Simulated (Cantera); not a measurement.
Charge: 1 mol Si₂Cl₆, a varied amount of H₂, equilibrated at 1298.15 K and 0.340 bar.

Method: chemical equilibrium by Gibbs-energy minimisation in Cantera with the NASA 1993 tables (ideal gas, pure condensed phases). Candidate condensed phases: Si; 19 gas species. The feed counts by its element totals alone. Rates play no part.

Problem. What share of the Si ends up in condensed phases as a function of n(H₂) (mol), at 46, 130, 220, 300, 380, 470, 550, 640, 720, 810, 890?

Solution. 
```csv
n(H₂) (mol),Si condensed (%),as
46,41.6,Si(s)
130,64.9,Si(s)
220,76.6,Si(s)
300,82.3,Si(s)
380,85.9,Si(s)
470,88.5,Si(s)
550,90.2,Si(s)
640,91.6,Si(s)
720,92.5,Si(s)
810,93.3,Si(s)
890,93.9,Si(s)
```
